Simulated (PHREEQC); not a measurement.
Consider water at 20 °C with 0.0014 mol/kgw H2S and 0.00018 mol/kgw ZnCl2. Closed to the air; pH follows from the charge balance.

All values are PHREEQC results (ion-association model, wateq4f.dat), not measurements.

```json
[
 {"quantity": "pH", "before": "3.46", "after": "6.84"},
 {"quantity": "HS- (mol/kgw)", "before": "3.00e-7", "after": "0.000427"}
]
```

Question: What was changed between the two runs?
A) ZnCl2 from 0.00018 to 1.8e-05 mol/kgw
B) 0.00063 mol/kgw Na2CO3 added
C) ZnCl2 from 0.00018 to 0.00036 mol/kgw
D) ZnCl2 replaced by MnCl2 at the same molality
E) diluted 10-fold with water

Answer: B, 0.00063 mol/kgw Na2CO3 added

This is a speciation only: nothing precipitates in the calculation. Some of these states are supersaturated (in ZnS(a), Sphalerite (slow to form), for instance).
